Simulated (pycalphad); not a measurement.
Effect of Si content in Ti-Si

Source of the numbers: pycalphad with the COST 507 light-alloy database (1999); pressure 1 atm. The database dates from 1999; later assessments differ in places, in temperatures and in the compounds included. Amounts are mole fractions of atoms. Kinetics are ignored, which matters at the lower temperatures.

| alloy | liquidus (°C) | first solid | solidus (°C) | phases at 647 °C |
|---|---|---|---|---|
| Ti-0.47Si (at.%) | 1659 | bcc | 1604 | hcp 1.00, SITI3 under 0.01 |
| Ti-0.94Si (at.%) | 1651 | bcc | 1544 | hcp 0.98, SITI3 0.02 |
| Ti-1.41Si (at.%) | 1642 | bcc | 1497 | hcp 0.96, SITI3 0.04 |
| Ti-1.88Si (at.%) | 1634 | bcc | 1461 | hcp 0.94, SITI3 0.06 |
| Ti-3.76Si (at.%) | 1602 | bcc | 1373 | hcp 0.86, SITI3 0.14 |
| Ti-7.52Si (at.%) | 1525 | bcc | 1340 | hcp 0.71, SITI3 0.29 |

Database names, with the compositions (at.%) that they take in these runs: SITI3: Ti 75 Si 25.
